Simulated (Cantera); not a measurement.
What does this Cantera script print?

```python
import numpy as np
import cantera as ct

gas_names = """
    C CN CO CO2 C2 CCN CNC C2N2 C2O C3 C3O2 C4 C4N2 C5 N NCO NO NO2 NO3 N2 N2O O O2 O3 Si SiC SiC2 SiN
    SiO SiO2 Si2 Si2C Si2N Si3
""".split()
cond_names = """
    C(gr) Si(cr) Si(L) SiC(b) SiO2(Lqz) SiO2(hqz) SiO2(L) Si2N2O(s) Si3N4(a)
""".split()


# ... load() reads the species with a 1 bar reference pressure and builds the phases ...
atoms = {
    'SiC': {'Si': 1, 'C': 1},
    'N2O': {'N': 2, 'O': 1},
    'N2': {'N': 2},
    'O2': {'O': 2},
}
top_T = {'C(gr)': 4500, 'SiC(b)': 3050, 'Si2N2O(s)': 2100, 'Si3N4(a)': 2400}  # K; cautious upper limits of use, not melting points


# ... equilibrate(T, P, feed) seeds the gas with the atoms and calls Mixture.equilibrate('TP', solver="vcs", rtol=1e-11, max_steps=5000) ...
results = []
T = 1625  # K
P = 101325  # Pa
for m in [0.033, 0.045, 0.06, 0.081, 0.11, 0.14, 0.19, 0.26, 0.35, 0.47, 0.63, 0.84]:
    feed = {'SiC': 1, 'N2O': 0.1, 'N2': 19, 'O2': m}  # mol
    mix = equilibrate(T, P, feed)
    results.append((T, P, feed, dict(zip(mix.species_names, mix.species_moles))))

top = {s: max(r[3][s] / sum(r[3][g] for g in gas_names) for r in results) for s in gas_names}
cols = sorted((s for s in top if top[s] > 1e-06), key=lambda s: -top[s])[:7]
seen = [c for c in cond_names if any(r[3].get(c, 0) > 1e-12 for r in results)]
print("log10 of partial pressures in bar; condensed amounts in mol")
print(f"{'n(O2)':>10s}" + "".join(f"{s[:9]:>10s}" for s in cols + seen))
for T, P, feed, n in results:
    ng = sum(n[g] for g in gas_names)
    print(f"{feed['O2']:10.4g}" + "".join(f"{np.log10(max(n[s] / ng * P / 1e5, 1e-99)):10.3f}" for s in cols)
          + "".join(f"{n.get(c, 0):10.4g}" for c in seen))
```

It prints:

```
log10 of partial pressures in bar; condensed amounts in mol
     n(O2)        N2        CO       SiO       CO2     C(gr) SiO2(hqz) Si2N2O(s)  Si3N4(a)
     0.033     0.005    -3.175    -5.962    -9.969    0.9878         0    0.1538    0.2308
     0.045     0.005    -3.175    -5.962    -9.969    0.9878         0    0.1778    0.2148
      0.06     0.005    -3.175    -5.962    -9.969    0.9878         0    0.2078    0.1948
     0.081     0.005    -3.175    -5.962    -9.969    0.9878         0    0.2498    0.1668
      0.11     0.005    -3.175    -5.962    -9.969    0.9878         0    0.3078    0.1282
      0.14     0.005    -3.175    -5.962    -9.969    0.9878         0    0.3677   0.08816
      0.19     0.005    -3.175    -5.962    -9.969    0.9877         0    0.4677   0.02151
      0.26     0.003    -2.188    -5.467    -7.994      0.88         0       0.5         0
      0.35    -0.001    -1.794    -5.268    -7.206    0.7001         0    0.4999         0
      0.47    -0.007    -1.544    -5.141    -6.706    0.4601         0    0.4999         0
      0.63    -0.014    -1.349    -5.040    -6.317    0.1401         0    0.4999         0
      0.84    -0.017    -1.289    -4.307    -4.795         0    0.1861    0.4065         0
```

Equilibrium computed with Cantera from the NASA thermochemical tables; the gas is ideal and each condensed phase is pure. Mutual solubility and eutectic melting of coexisting phases are not modelled. The tables hold silica as quartz up to 1696 K and as liquid above; real silica turns to tridymite and cristobalite and melts near 1996 K.
